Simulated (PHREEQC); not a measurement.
Copper plating or etch bath: an equilibrium model

A solution holds 0.0015 mol Cu(BF4)2, 5.3e-06 mol HNO3 and 5.9e-07 mol Na2SO4 per kg of water, at 60 °C. Closed to the air; pH follows from the charge balance.

Computed with PHREEQC (ion-association model, phreeqc.dat).

No solid was allowed to form.

### Question
Estimate the pH.

### Answer
pH 3.14.

### Question
In which forms is F present?

### Answer
BF4- 38 %, HF 34 %, F- 18 %, BF3OH- 5.2 %, BF2(OH)2- 4.0 %, HF2- 0.6 % of the F.

Complexes and solids missing from the database can't appear. Constants without temperature data keep their 25 °C values here. Real BF4- forms and hydrolyses slowly; the run takes it at equilibrium.
